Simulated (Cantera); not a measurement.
A Cantera script and what it prints.

```python
import numpy as np
import cantera as ct

gas_names = """
    C CH CH2 CH3 CH2OH CH3O CH4 CH3OH CO CO2 COOH C2 C2H CHCO,ketyl C2H2,acetylene C2H2,vinylidene
    CH2CO,ketene C2H3,vinyl CH3CO,acetyl C2H4 C2H4O,ethylen CH3CHO,ethanal CH3COOH (HCOOH)2 C2H5 C2H6
    CH3OCH3 C2H5OH C2O C3 C3H3,propargyl C3H4,allene C3H4,propyne C3H4,cyclo- C3H5,allyl C3H6,propylene
    C3H6,cyclo- C3H6O C3H7,n-propyl C3H7,i-propyl C3H8 C3H8O,1propanol C3H8O,2propanol C3O2 C4 C4H2
    C4H4,1,3-cyclo- C4H6,butadiene C4H6,2-butyne C4H6,cyclo- C4H8,1-butene C4H8,cis2-buten
    C4H8,tr2-butene C4H8,isobutene C4H8,cyclo- (CH3COOH)2 C4H9,n-butyl C4H9,i-butyl C4H9,s-butyl
    C4H9,t-butyl C4H10,isobutane C4H10,n-butane C5 C5H6,1,3cyclo- C5H8,cyclo- C5H10,1-pentene
    C5H10,cyclo- C5H11,pentyl C5H11,t-pentyl C5H12,n-pentane C5H12,i-pentane CH3C(CH3)2CH3 C6H2
    C6H5,phenyl C6H5O,phenoxy C6H6 C6H5OH,phenol C6H10,cyclo- C6H12,1-hexene C6H12,cyclo- C6H13,n-hexyl
    C7H7,benzyl C7H8 C7H8O,cresol C7H14,1-heptene C7H15,n-heptyl C7H16,n-heptane C8H8,styrene
    C8H10,ethylbenz C8H16,1-octene C8H17,n-octyl C8H18,isooctane C8H18,n-octane C9H19,n-nonyl
    C10H8,naphthale C10H21,n-decyl C12H9,o-bipheny C12H10,bipheny H HCO HO2 H2 HCHO,formaldehy HCOOH H2O
    H2O2 O OH O2 O3 Ti TiO TiO2
""".split()
cond_names = """
    C(gr) C6H6(L) C7H8(L) C8H18(L),n-octa H2O(s) H2O(L) Ti(a) Ti(b) Ti(L) TiC(s) TiC(L) TiO(a) TiO(b)
    TiO(L) TiO2(ru) TiO2(L) Ti2O3(a) Ti2O3(b) Ti2O3(L) Ti3O5(a) Ti3O5(b) Ti3O5(L) Ti4O7(s) Ti4O7(L)
""".split()


def load(file, names, dense=False):
    # The tables refer to 1 bar. Condensed volumes are neglected.
    table = {s.name: s for s in ct.Species.list_from_file(file)}
    out = []
    for n in names:
        d = dict(table[n].input_data)
        d["thermo"] = dict(d["thermo"], **{"reference-pressure": 1e5})
        if dense:
            d["equation-of-state"] = {"model": "constant-volume", "density": "1e6 g/cm^3"}
        out.append(ct.Species.from_dict(d))
    return out


gas = ct.Solution(thermo="ideal-gas", species=load("nasa_gas.yaml", gas_names))
cond = {s.name: ct.Solution(thermo="fixed-stoichiometry", species=[s], name=s.name)
        for s in load("nasa_condensed.yaml", cond_names, dense=True)}
atoms = {
    'Ti': {'Ti': 1},
    'CO2': {'C': 1, 'O': 2},
    'H2': {'H': 2},
}
top_T = {'C(gr)': 4500}  # K; cautious upper limits of use, not melting points


def equilibrate(T, P, feed):
    n = {}
    for name, mol in feed.items():
        for a, k in atoms[name].items():
            n[a] = n.get(a, 0.0) + k * mol
    gas.TPX = T, P, n
    mass = sum(n.values()) * gas.mean_molecular_weight
    gas.equilibrate("TP")
    valid = [c for c in cond.values() if c.min_temp <= T <= top_T.get(c.name, c.max_temp)]
    mix = ct.Mixture([(gas, mass / gas.mean_molecular_weight)] + [(c, 0.0) for c in valid])
    mix.T, mix.P = T, P
    mix.equilibrate("TP", solver="vcs", rtol=1e-11, max_steps=5000)
    return mix


results = []
T = 1873.15  # K
P = 10000  # Pa
for m in [20, 23, 27, 32, 37, 44, 52, 61, 72, 85, 100, 120]:
    feed = {'Ti': 1, 'CO2': 4.7, 'H2': m}  # mol
    mix = equilibrate(T, P, feed)
    results.append((T, P, feed, dict(zip(mix.species_names, mix.species_moles))))

top = {s: max(r[3][s] / sum(r[3][g] for g in gas_names) for r in results) for s in gas_names}
cols = sorted((s for s in top if top[s] > 1e-05), key=lambda s: -top[s])[:7]
seen = [c for c in cond_names if any(r[3].get(c, 0) > 1e-12 for r in results)]
print("log10 of partial pressures in bar; condensed amounts in mol")
print(f"{'n(H2)':>10s}" + "".join(f"{s[:9]:>10s}" for s in cols + seen))
for T, P, feed, n in results:
    ng = sum(n[g] for g in gas_names)
    print(f"{feed['H2']:10.4g}" + "".join(f"{np.log10(max(n[s] / ng * P / 1e5, 1e-99)):10.3f}" for s in cols)
          + "".join(f"{n.get(c, 0):10.4g}" for c in seen))
```

It prints:

```
log10 of partial pressures in bar; condensed amounts in mol
     n(H2)        H2        CO       H2O       CO2         H        OH  TiO2(ru)  Ti3O5(b)  Ti4O7(s)
        20    -1.153    -1.737    -1.977    -3.174    -3.766    -5.700    0.7036         0    0.0741
        23    -1.138    -1.785    -1.996    -3.257    -3.759    -5.727         0         0      0.25
        27    -1.118    -1.842    -2.051    -3.388    -3.749    -5.792         0         0      0.25
        32    -1.101    -1.903    -2.112    -3.528    -3.740    -5.861         0         0      0.25
        37    -1.088    -1.957    -2.165    -3.648    -3.734    -5.920         0         0      0.25
        44    -1.074    -2.023    -2.230    -3.792    -3.727    -5.992         0         0      0.25
        52    -1.064    -2.088    -2.282    -3.920    -3.722    -6.050         0    0.3333         0
        61    -1.055    -2.151    -2.345    -4.054    -3.717    -6.117         0    0.3333         0
        72    -1.047    -2.218    -2.410    -4.195    -3.713    -6.187         0    0.3333         0
        85    -1.040    -2.285    -2.477    -4.336    -3.710    -6.257         0    0.3333         0
       100    -1.034    -2.352    -2.544    -4.475    -3.707    -6.326         0    0.3333         0
       120    -1.029    -2.427    -2.619    -4.630    -3.704    -6.404         0    0.3333         0
```

Equilibrium computed with Cantera from the NASA thermochemical tables; the gas is ideal and each condensed phase is pure. Mutual solubility and eutectic melting of coexisting phases are not modelled. Condensed phases not in the tables: Magnéli phases beyond Ti4O7. Gases not in the tables: TiO(OH)2.
